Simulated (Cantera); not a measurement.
Mixture: CH4 : O2 : N2 = 1 : 3.17 : 8.57 (molar parts), at 31.0 bar, adiabatic and at constant volume. Ignition delay is the time to a rise of 400 K.

Computed with Cantera and GRI-Mech 3.0 (53 species, 325 reactions). The pressure lies above the range GRI-Mech 3.0 was tuned for (to about 10 atm).

Question: What does this change do: 1.2 parts CO2 added?

Answer: 
```tsv
quantity	before	after
delay at 1273 K	0.370 ms	0.414 ms
delay at 1473 K	51.4 µs	58.6 µs
delay at 1673 K	10.6 µs	12.0 µs
delay at 1873 K	2.88 µs	3.24 µs
delay at 2073 K	0.996 µs	1.11 µs
apparent activation energy between 1973 and 2173 K	170 kJ/mol	170 kJ/mol
```
